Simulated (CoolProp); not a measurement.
Values from CoolProp's reference Helmholtz-energy equation of state, Lemmon 2006. It is a short technical equation, of lower accuracy than the large ones.

**Question.** For nitrous oxide, give the phase and the cv (kJ/(kg K)) at 375.3 K and 2.98 MPa; 500 K and 2.98 MPa.

**Answer.** 
- 375.3 K and 2.98 MPa: gas; cv 0.784
- 500 K and 2.98 MPa: gas; cv 0.862
